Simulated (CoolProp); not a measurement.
A simple Rankine cycle with R236FA: condensing at 324.15 K, boiler at 2.03 MPa, turbine inlet 399 K, turbine efficiency 0.6, pump efficiency 0.6, no recuperator. Each further row changes one setting.

Model: reference Helmholtz-energy equation of state, Pan 2012, in CoolProp.

```csv
case,thermal efficiency (%),net work (kJ/kg),heat in (kJ/kg),turbine exit temperature (K),volume ratio over the turbine
as stated,[?],10.7,184,[?],3.89
condensing temperature 316.15 K,[?],[?],194,365.3,[?]
boiler pressure 1.42 MPa,4.4,8.48,193,380.7,[?]
turbine efficiency 0.5,[?],8.57,184,[?],3.92
```

Question: Complete the blanks.

Answer: 
- as stated, thermal efficiency (%): 5.8
- as stated, turbine exit temperature (K): 369.3
- condensing temperature 316.15 K, thermal efficiency (%): 6.7
- condensing temperature 316.15 K, net work (kJ/kg): 13.0
- condensing temperature 316.15 K, volume ratio over the turbine: 4.91
- boiler pressure 1.42 MPa, volume ratio over the turbine: 2.51
- turbine efficiency 0.5, thermal efficiency (%): 4.7
- turbine efficiency 0.5, turbine exit temperature (K): 371.4
